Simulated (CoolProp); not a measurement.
Vapour-liquid equilibrium of propane (1) + c-C4F8 (RC318) (2) at 0.114 MPa; x and y are mole fractions of (1).

The numbers come from the multi-fluid Helmholtz-energy mixture model, Lemmon 2009 and Platzer 1990; pair parameters Bell 2016 in CoolProp. This equation is an older, rougher fit; its heat capacities, sound speeds and derivatives of the liquid may be far off and weren't checked against measurements.

Problem. Give the bubble temperature and the first vapour's composition at x = 0.05, 0.2, 0.65. Is there an azeotrope?

Solution. x = 0.05: -13.5 °C, y = 0.376; x = 0.2: -30.5 °C, y = 0.753; x = 0.65: -38.2 °C, y = 0.866. No azeotrope shows between x = 0.05 and 0.95.

Pair parameters are fitted to limited data, so mixtures are less certain than the pure fluids. With so large a gap from Raoult's law the liquid may split in two, which this calculation doesn't test in full.
